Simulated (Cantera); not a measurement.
**Ta₂O₅ + CO (carbothermic reduction)**

Feed: 1 mol Ta₂O₅, 2.4 mol CO.

Equilibrium computed with Cantera from the NASA thermochemical tables; the gas is ideal and each condensed phase is pure. Candidate condensed phases: C, Ta, TaC, Ta₂O₅; 15 gas species. Mutual solubility and eutectic melting of coexisting phases are not modelled. TaC: taken at fixed stoichiometry. Condensed phases not in the tables: Ta₂C. The numbers say what is thermodynamically allowed, not how fast it happens.

Stable condensed phases:

```
T in K \ P in Pa
              10      36     130     460    1700    6000   22000   77000  280000 1000000
   2250        A       A       A       A       A       B       B       B       B       B
   2100        A       A       A       A       B       B       B       B       B       B
   1950        A       A       A       B       B       B       B       B       B       B
   1800        A       A       B       B       B       B       B       B       B       B
   1650        A       A       B       B       B       B       B       B       B       B
   1500        A       A       B       B       B       B       B       B       B       C
   1350        A       A       B       B       B       B       B       C       C       C
   1200        A       A       B       B       B       C       C       C       C       C
   1050        A       A       B       C       C       C       C       C       C       C
    900        C       C       C       C       C       C       C       C       C       C
```

A: Ta₂O₅; B: TaC + Ta₂O₅; C: C + Ta₂O₅.
